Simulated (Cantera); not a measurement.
Feed: 1 mol C3H8, 0.49 mol O2, at 13.3 mbar.

Cantera equilibrium calculation (NASA polynomials, part measured and part estimated; ideal gas, pure solids and liquids). Candidate condensed phases: C, C6H6, C7H8, C8H18, H2O; 110 gas species. The numbers say what is thermodynamically allowed, not how fast it happens. All values below are at 2800 K.

Base state: H 0.441, H2 0.388, CO 0.153, C2H2 (acetylene) 0.0129, C3 0.00237, C2H 0.00186, C 0.000494, C2 0.000231 (mole fractions); condensed: C(graphite).

**Question.** What changes in the equilibrium state with this change: pressure from 13.3 mbar to 0.133 bar?

**Answer.** 
```csv
species,before,after
H2,0.388,0.622
CO,0.153,0.179
H,0.441,0.177
C2H2 (acetylene),0.0129,0.0207
C5,2.26e-5,2.26e-6
C2,0.000231,2.31e-5
C,0.000494,4.94e-5
"C(graphite), mol",1.77,1.77
```
